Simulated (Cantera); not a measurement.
Input: 1 mol HMDSO, 27 mol NO, 7.5 mol H₂, held at 0.0170 bar.

Equilibrium computed with Cantera from the NASA thermochemical tables; the gas is ideal and each condensed phase is pure. Candidate condensed phases: C, C₆H₆, C₇H₈, C₈H₁₈, H₂O, Si, SiC, SiO₂, Si₂N₂O, Si₃N₄; 151 gas species. The feed counts by its element totals alone. The tables hold silica as quartz up to 1696 K and as liquid above; real silica turns to tridymite and cristobalite and melts near 1996 K. Rates play no part. All values below are at 1250 °C.

Base state: H₂O 0.388, N₂ 0.375, CO₂ 0.112, H₂ 0.0704, CO 0.0546, H 4.70e-5 (mole fractions); condensed: SiO₂(β-quartz).

**Question.** What changes in the equilibrium state with this change: HMDSO replaced by Si₂H₆?

**Answer.** 
```
species               before     after
-------------------  -------  --------
N₂                     0.375     0.446
H₂O                    0.388     0.347
O₂                   1.17e-8     0.206
CO₂                    0.112         0
CO                    0.0546         0
H₂                    0.0704   1.50e-5
NO                   2.23e-7   0.00102
O                    4.58e-9   1.92e-5
H                    4.70e-5   6.87e-7
OH                   7.99e-6  0.000489
SiO₂(β-quartz), mol     2.00      2.00
```
